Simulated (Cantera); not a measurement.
Input: 1 mol CH₃SiCl₃, 28 mol H₂, held at 94.0 mbar.

Cantera equilibrium calculation (NASA polynomials, part measured and part estimated; ideal gas, pure solids and liquids). Candidate condensed phases: C, C₆H₆, C₇H₈, C₈H₁₈, Si, SiC; 109 gas species. The feed counts by its element totals alone. The tables' values for SiCl, SiCl₃ are old estimates; treat these amounts as uncertain. Gases not in the tables: Si₂H₆ and higher silanes. Rates play no part.

x: gas mole fraction; n: condensed amount in mol.

```tsv
T (K)	x H₂	x HCl	x H	x Si	x C₂H₂ (acetylene)	x Cl	n C(graphite)	n SiC(s)
1850	0.902	0.0948	0.00167	2.06e-6	0.000236	0.000133	0.0112	0.973
1925	0.901	0.0942	0.00296	7.61e-6	0.000413	0.000233	0.00699	0.966
2000	0.899	0.0935	0.00503	2.59e-5	0.000666	0.000389	0	0.957
2075	0.896	0.0923	0.00822	8.62e-5	0.000903	0.000625	0	0.942
2150	0.891	0.0909	0.0130	0.000260	0.00123	0.000969	0	0.921
2225	0.884	0.0891	0.0199	0.000708	0.00172	0.00145	0	0.886
2300	0.873	0.0871	0.0295	0.00174	0.00252	0.00212	0	0.825
2375	0.857	0.0847	0.0426	0.00389	0.00387	0.00301	0	[?]
2450	0.833	0.0816	0.0598	0.00800	0.00609	0.00416	0	[?]
2525	0.798	0.0775	0.0817	0.0153	0.00946	0.00560	0	[?]
```

**Question.** What belongs in the gaps?

**Answer.** 
- 2375, n SiC(s): 0.706
- 2450, n SiC(s): 0.469
- 2525, n SiC(s): 0
